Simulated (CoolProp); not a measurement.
Vapour pressure (MPa) of R124: the reference equation beside estimates from Tc = 395.4 K, pc = 3.624 MPa, ω = 0.288. Clausius-Clapeyron is anchored at 201.7 K with a constant enthalpy of vaporisation of 26.14 kJ/mol.

Values from CoolProp's reference Helmholtz-energy equation of state, de Vries 1995.

| T (K) | reference | Lee-Kesler | Clausius-Clapeyron | van der Waals | Soave-Redlich-Kwong | Peng-Robinson |
|---|---|---|---|---|---|---|
| 179.2 | 0.0004540 | 0.0004428 | 0.0004788 | 0.05017 | 0.0004592 | 0.0005199 |
| 201.7 | 0.003390 | 0.003286 | 0.003390 | 0.1152 | 0.003375 | 0.003629 |
| 224.2 | 0.01580 | 0.01543 | 0.01620 | 0.2253 | 0.01566 | 0.01627 |
| 246.7 | 0.05294 | 0.05230 | 0.05823 | 0.3930 | 0.05258 | 0.05339 |
| 269.2 | 0.1401 | 0.1398 | 0.1690 | 0.6294 | 0.1398 | 0.1398 |
| 291.7 | 0.3120 | 0.3129 | 0.4159 | 0.9444 | 0.3129 | 0.3103 |
| 314.2 | 0.6109 | 0.6134 | 0.9000 | 1.346 | 0.6160 | 0.6082 |
| 336.7 | 1.086 | 1.088 | 1.757 | 1.843 | 1.099 | 1.085 |
| 359.3 | 1.797 | 1.798 | 3.161 | 2.442 | 1.822 | 1.803 |
| 381.8 | 2.810 | 2.813 | 5.294 | 3.145 | 2.838 | 2.824 |

Absolute difference from the reference over all 10 rows, mean and median: Lee-Kesler 1.0 and 0.3 %, Clausius-Clapeyron 34.5 and 27.0 %, van der Waals 1700.7 and 276.0 %, Soave-Redlich-Kwong 0.8 and 0.9 %, Peng-Robinson 2.8 and 0.5 %.
